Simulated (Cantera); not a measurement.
Feed: 1 mol SiF4, 0.1 mol O2, 46 mol H2, at 675 K and 0.0220 bar.

Cantera equilibrium calculation (NASA polynomials, part measured and part estimated; ideal gas, pure solids and liquids). Candidate condensed phases: H2O, Si, SiO2; 38 gas species. The numbers say what is thermodynamically allowed, not how fast it happens.

Base state: H2 0.973, SiF4 0.0199, HF 0.00553, H2O 0.00148 (mole fractions); condensed: SiO2(α-quartz).

What changes in the equilibrium state with this change: temperature from 675 K to 1350 K?


```csv
species,before,after
H2,0.973,0.972
SiF4,0.0199,0.0184
HF,0.00553,0.00922
SiF3,<1e-9,0.000461
SiHF3,2.65e-9,0.000286
"SiO2(α-quartz), mol",0.0651,0
"SiO2(β-quartz), mol",0,0.0988
```
The tables' values for SiF3 are old estimates; treat these amounts as uncertain. The tables hold silica as quartz up to 1696 K and as liquid above; real silica turns to tridymite and cristobalite and melts near 1996 K.

What changes in the equilibrium state with this change: SiF4 replaced by TEOS?


```tsv
species	before	after
H2	0.973	0.793
CH4	0	0.163
H2O	0.00148	0.0413
SiF4	0.0199	0
HF	0.00553	0
CO	0	0.00188
CO2	0	0.00118
SiO2(α-quartz), mol	0.0651	1.00
```
The feed counts by its element totals alone. Further candidate phases: C, C6H6, C7H8, C8H18, SiC.
